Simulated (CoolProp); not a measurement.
Dimethyl carbonate along the isotherm 587.6 K: density (kg/m³) from the reference equation and from simpler models built on Tc = 557.0 K, pc = 4909 kPa, ω = 0.346; each cubic takes its own stable root.

Model: reference Helmholtz-energy equation of state, Zhou 2011, in CoolProp.

```json
[
 {"p (kPa)": "566", "phase": "gas", "reference": "10.80", "van der Waals": "10.77", "Redlich-Kwong": "10.81"},
 {"p (kPa)": "1130", "phase": "gas", "reference": "22.38", "van der Waals": "22.24", "Redlich-Kwong": "22.40"},
 {"p (kPa)": "1700", "phase": "gas", "reference": "35.08", "van der Waals": "34.74", "Redlich-Kwong": "35.13"},
 {"p (kPa)": "2270", "phase": "gas", "reference": "48.99", "van der Waals": "48.39", "Redlich-Kwong": "49.10"},
 {"p (kPa)": "2830", "phase": "gas", "reference": "64.17", "van der Waals": "63.21", "Redlich-Kwong": "64.36"},
 {"p (kPa)": "3400", "phase": "gas", "reference": "81.60", "van der Waals": "80.23", "Redlich-Kwong": "81.92"},
 {"p (kPa)": "3960", "phase": "gas", "reference": "101.4", "van der Waals": "99.66", "Redlich-Kwong": "101.9"},
 {"p (kPa)": "4530", "phase": "gas", "reference": "125.4", "van der Waals": "123.7", "Redlich-Kwong": "126.3"},
 {"p (kPa)": "5100", "phase": "supercritical", "reference": "155.1", "van der Waals": "155.7", "Redlich-Kwong": "157.3"},
 {"p (kPa)": "5660", "phase": "supercritical", "reference": "192.9", "van der Waals": "206.2", "Redlich-Kwong": "199.5"},
 {"p (kPa)": "6230", "phase": "supercritical", "reference": "244.9", "van der Waals": "287.7", "Redlich-Kwong": "264.2"},
 {"p (kPa)": "6800", "phase": "supercritical", "reference": "313.4", "van der Waals": "331.4", "Redlich-Kwong": "333.3"},
 {"p (kPa)": "7360", "phase": "supercritical", "reference": "383.4", "van der Waals": "355.6", "Redlich-Kwong": "377.9"}
]
```
